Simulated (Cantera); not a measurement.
A closed system holds: 1 mol Si2Cl6, 15 mol NH3, 2.6 mol H2, equilibrated at 2.93 Torr.

Cantera equilibrium calculation (NASA polynomials, part measured and part estimated; ideal gas, pure solids and liquids). Candidate condensed phases: NH4Cl, Si, Si3N4; 28 gas species. The feed counts by its element totals alone. The tables' values for SiCl, SiCl3, SiN are old estimates; treat these amounts as uncertain. Gases not in the tables: Si2H6 and higher silanes. Rates play no part. All values below are at 1923 K.

Base state: H2 0.644, N2 0.208, HCl 0.0930, SiCl2 0.0353, H 0.0121, Si 0.00435, SiCl 0.00138, Cl 0.00132 (mole fractions); condensed: Si(l).

**Question.** What changes in the equilibrium state with this change: pressure from 2.93 Torr to 0.218 Torr?

**Answer.** 
| species | before | after |
|---|---|---|
| H2 | 0.644 | 0.594 |
| N2 | 0.208 | 0.199 |
| HCl | 0.0930 | 0.106 |
| H | 0.0121 | 0.0426 |
| Si | 0.00435 | 0.0270 |
| SiCl2 | 0.0353 | 0.0228 |
| SiCl3 | 7.79e-5 | 1.62e-5 |
| Cl | 0.00132 | 0.00570 |
| Si2 | 3.72e-5 | 0.000106 |
| SiH2 | 4.33e-5 | 1.84e-5 |
| Si(l), mol | 0.502 | 0 |
The tables' values for SiCl, SiN, SiCl3 are old estimates; treat these amounts as uncertain.
